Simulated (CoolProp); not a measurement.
Vapour-liquid equilibrium of propane (1) + R152A (2) at 277.2 K; x and y are mole fractions of (1).

Computed with CoolProp (multi-fluid Helmholtz-energy mixture model, Lemmon 2009 and Outcalt 1996; pair parameters Bell 2016).

```csv
x,"bubble pressure, mixture model (MPa)","bubble pressure, Raoult's law (MPa)","y, mixture model","y, Raoult's law"
0.05,0.3665,0.3162,0.194,0.085
0.2,0.4900,0.3509,0.454,0.305
0.35,0.5528,0.3856,0.563,0.486
0.5,0.5843,0.4202,0.629,0.638
0.65,0.5992,0.4549,0.688,0.766
0.8,0.5980,0.4896,0.767,0.876
0.95,0.5630,0.5243,0.914,0.971
```

The largest gap from Raoult's law is +43.4 % in bubble pressure, at x = 0.35. y crosses x between x = 0.65 and 0.8: the model has an azeotrope there.

Pair parameters are fitted to limited data, so mixtures are less certain than the pure fluids.
